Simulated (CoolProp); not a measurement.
Benzene along the isotherm 142.35 °C: Z from the reference equation and from simpler models built on Tc = 288.9 °C, pc = 4.906 MPa, ω = 0.211; each cubic takes its own stable root.

The numbers come from the reference Helmholtz-energy equation of state, Thol 2012 in CoolProp.

```
p (MPa)   phase  reference
-------  ------  ---------
0.0233      gas     0.9956
0.0441      gas     0.9916
0.0836      gas     0.9840
0.159       gas     0.9691
0.301       gas     0.9399
0.57     liquid    0.01743
1.08     liquid    0.03298
2.05     liquid    0.06242
3.88     liquid     0.1175
7.36     liquid     0.2210
```

**Question.** How far does each simpler model (van der Waals, Soave-Redlich-Kwong, Peng-Robinson) lie from the reference over these 10 states: mean and median of the absolute difference, and the worst?

**Answer.** 
- van der Waals: mean 785.3 %, median 30.0 %, worst +5205.2 % at 142.35 °C and 0.57 MPa
- Soave-Redlich-Kwong: mean 4.8 %, median 4.6 %, worst +10.0 % at 142.35 °C and 0.57 MPa
- Peng-Robinson: mean 1.7 %, median 1.6 %, worst -3.8 % at 142.35 °C and 7.36 MPa

At some of these states van der Waals gives the other phase, because its saturation line lies elsewhere.
